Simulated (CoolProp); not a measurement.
Computed with CoolProp (reference Helmholtz-energy equation of state, Zhou 2011).

Task: For dimethyl carbonate, give the phase and the cp (kJ/(kg K)), cv (kJ/(kg K)), speed of sound (m/s) at 118.45 °C and 1.01 bar; 140.65 °C and 1.01 bar; 184.95 °C and 1.01 bar.

Result: 
- 118.45 °C and 1.01 bar: gas; cp 1.44, cv 1.33, speed of sound 193
- 140.65 °C and 1.01 bar: gas; cp 1.49, cv 1.39, speed of sound 199
- 184.95 °C and 1.01 bar: gas; cp 1.59, cv 1.49, speed of sound 209
